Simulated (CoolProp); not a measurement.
Model: reference Helmholtz-energy equation of state, Span 1996, in CoolProp.

**Question.** Give the vapour pressure (bar), liquid density (kg/m³), vapour density (kg/m³), vapour viscosity (µPa s) of saturated carbon dioxide at 238.3, 244.5 K.

**Answer.** 
```
T (K)  p (bar)  liquid density (kg/m³)  vapour density (kg/m³)  vapour viscosity (µPa s)
-----  -------  ----------------------  ----------------------  ------------------------
238.3     12.1                    1100                    31.4                      12.0
244.5     14.9                    1070                    38.8                      12.4
```

Viscosity comes from a separate model (Laesecke 2017).
